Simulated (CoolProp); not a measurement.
Vapour-liquid equilibrium of hydrogen sulfide (1) + propane (2) at -7.55 °C; x and y are mole fractions of (1).

Computed with CoolProp (multi-fluid Helmholtz-energy mixture model, Lemmon 2006 and Lemmon 2009; pair parameters Kunz 2012).

```csv
x,"bubble pressure, mixture model (MPa)","bubble pressure, Raoult's law (MPa)","y, mixture model","y, Raoult's law"
0.05,0.4569,0.3965,0.203,0.104
0.2,0.6372,0.4637,0.482,0.354
0.35,0.7460,0.5308,0.605,0.542
0.5,0.8113,0.5980,0.680,0.687
0.65,0.8495,0.6651,0.741,0.803
0.8,0.8666,0.7322,0.809,0.898
0.95,0.8475,0.7994,0.928,0.977
```

The largest gap from Raoult's law is +40.5 % in bubble pressure, at x = 0.35. y crosses x between x = 0.8 and 0.95: the model has an azeotrope there.

The pair parameters rest on a limited set of measurements; away from them the model extrapolates.
